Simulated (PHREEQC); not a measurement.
A made-up water analysis in mg/L, 25 °C, pH 7, pe 9.3:

| constituent | mg/L |
|---|---|
| Na | 0.0116 |
| K | 0.153 |
| Ca | 0.168 |
| Mg | 0.204 |
| Cl | 0.392 |
| S(6) as SO4 | 0.393 |
| Alkalinity as HCO3 | 0.703 |
| Cu(2) | 0.0326 |
| N(5) as NO3 | 0.00554 |
| Si as SiO2 | 0.0558 |
| Li | 0.00446 |
| Sr | 0.000884 |
| Zn | 0.00942 |

Valence states are taken as typed.

Model: ion-association model, phreeqc.dat, run in PHREEQC.

Each row changes one thing in this solution. This is a speciation only: nothing precipitates in the calculation.

| case | HCO3- (mol/kgw) | CO2 (mol/kgw) | Cu(OH)2 (mol/kgw) | Cu+2 (mol/kgw) | CuOH+ (mol/kgw) | CO3-2 (mol/kgw) | SI of Quartz (SiO2) |
|---|---|---|---|---|---|---|---|
| as made | 1.08e-5 | 2.41e-6 | 3.29e-7 | 1.63e-7 | 1.59e-8 | 5.20e-9 | -2.05 |
| Na from 0.0116 to 0.0232 mg/L | 1.08e-5 | 2.41e-6 | 3.29e-7 | 1.63e-7 | 1.59e-8 | 5.20e-9 | -2.05 |
| Sr from 0.000884 to 0.00265 mg/L | 1.08e-5 | 2.41e-6 | 3.29e-7 | 1.63e-7 | 1.59e-8 | 5.20e-9 | -2.05 |
| pH from 7 to 6 at the same alkalinity | ___ | 2.78e-5 | 9.98e-9 | 4.93e-7 | ___ | 6.00e-10 | -2.05 |

Problem. Fill in the missing entries.

Solution. 
- pH from 7 to 6 at the same alkalinity, HCO3- (mol/kgw): 1.25e-5
- pH from 7 to 6 at the same alkalinity, CuOH+ (mol/kgw): 4.81e-9

The database's constant for dissolved Cu(OH)2 is higher than later reviews accept.
